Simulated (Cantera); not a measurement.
A Cantera script and its output.

```python
import numpy as np
import cantera as ct

gas = ct.Solution("gri30.yaml")
gas.TPX = 500, 500000, {'CH4': 1, 'H2': 0.16, 'O2': 1.73, 'N2': 6.52}
inlet = ct.Reservoir(gas, clone=True)
gas.equilibrate("HP")  # start burning
reactor = ct.IdealGasConstPressureReactor(gas, energy="on", clone=False)
exhaust = ct.Reservoir(gas, clone=True)
tau = [0.058, 0.025, 0.011, 0.0046, 0.002, 0.00085, 0.00037, 0.00016, 6.8e-05, 2.9e-05][0]
for a, b in ((inlet, reactor), (reactor, exhaust)):
    ct.MassFlowController(a, b, mdot=lambda t: reactor.mass / tau)
net = ct.ReactorNet([reactor])
show = ['CH4', 'H2', 'O2', 'NO', 'CH2CO', 'HCO']

rows = []
print(f"{'tau/s':>10s}{'T/K':>9s}" + "".join(f"{s:>11s}" for s in show))
for tau in [0.058, 0.025, 0.011, 0.0046, 0.002, 0.00085, 0.00037, 0.00016, 6.8e-05, 2.9e-05]:
    net.initial_time = 0.0
    net.advance(30 * tau)
    before = gas.X
    net.advance(40 * tau)
    drift = np.max(np.abs(gas.X - before) / (gas.X + 1e-9))
    rows.append([gas.T, *gas[show].X, drift])
    print(f"{tau:10.3e}{gas.T:9.1f}" + "".join(f"{x:11.3e}" for x in gas[show].X))
```

It prints:

```
     tau/s      T/K        CH4         H2         O2         NO      CH2CO        HCO
 5.800e-02   2282.6  1.316e-05  2.740e-02  9.574e-05  2.587e-04  2.042e-08  4.989e-08
 2.500e-02   2279.7  2.290e-05  2.744e-02  1.545e-04  2.961e-04  4.249e-08  7.213e-08
 1.100e-02   2275.3  3.611e-05  2.750e-02  2.591e-04  3.350e-04  8.228e-08  1.170e-07
 4.600e-03   2268.0  5.511e-05  2.762e-02  4.578e-04  3.724e-04  1.557e-07  2.176e-07
 2.000e-03   2257.5  8.133e-05  2.781e-02  7.905e-04  3.976e-04  2.713e-07  4.218e-07
 8.500e-04   2241.8  1.250e-04  2.812e-02  1.378e-03  4.049e-04  4.680e-07  8.686e-07
 3.700e-04   2219.9  2.023e-04  2.858e-02  2.348e-03  3.864e-04  8.143e-07  1.799e-06
 1.600e-04   2189.0  3.615e-04  2.922e-02  4.035e-03  3.353e-04  1.581e-06  3.820e-06
 6.800e-05   2142.0  7.756e-04  3.009e-02  7.402e-03  2.430e-04  4.127e-06  8.441e-06
 2.900e-05    500.0  1.063e-01  1.700e-02  1.838e-01 -7.268e-19 -2.650e-18 -5.592e-34
```

Computed with Cantera and GRI-Mech 3.0 (53 species, 325 reactions).
